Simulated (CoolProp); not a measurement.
Vapour-liquid equilibrium of carbon dioxide (1) + ethane (2) at -26.65 °C; x and y are mole fractions of (1).

Values from CoolProp's multi-fluid Helmholtz-energy mixture model, Span 1996 and Bücker 2006; pair parameters Kunz 2012.

| x | bubble pressure (bar) | y at the bubble point | dew pressure at overall composition x (bar) | liquid density (mol/L) |
|---|---|---|---|---|
| 0.05 | 12.96 | 0.117 | 12.25 | 15.26 |
| 0.15 | 15.00 | 0.285 | 13.33 | 15.60 |
| 0.25 | 16.56 | 0.399 | 14.54 | 16.01 |
| 0.35 | 17.68 | 0.483 | 15.87 | 16.51 |
| 0.45 | 18.44 | 0.549 | 17.25 | 17.12 |
| 0.55 | 18.88 | 0.604 | 18.45 | 17.89 |
| 0.65 | 19.05 | 0.656 | 19.04 | 18.84 |
| 0.75 | 18.94 | 0.712 | 18.71 | 20.01 |
| 0.85 | 18.42 | 0.784 | 17.73 | 21.44 |
| 0.95 | 17.13 | 0.901 | 16.55 | 23.15 |

y crosses x between x = 0.65 and 0.75: the model has an azeotrope there.

The pair parameters rest on a limited set of measurements; away from them the model extrapolates.
